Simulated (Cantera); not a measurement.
Feed: 1 mol Cr, 28 mol N2, 0.064 mol H2O, at 75.0 Torr.

These are equilibrium values from Cantera (NASA tables, ideal gas, pure condensed phases), not measurements of a reactor. Candidate condensed phases: Cr, CrN, Cr2N, Cr2O3, H2O; 29 gas species. Mutual solubility and eutectic melting of coexisting phases are not modelled. Rates play no part.

Task: At 1527 °C, list the 5 most abundant gas species with their mole fractions, and the condensed phases.

Result: N2 0.997, H2 0.00224, Cr 0.000928, H 5.36e-5, H2O 1.45e-5. Condensed: Cr(s) + Cr2O3(s).
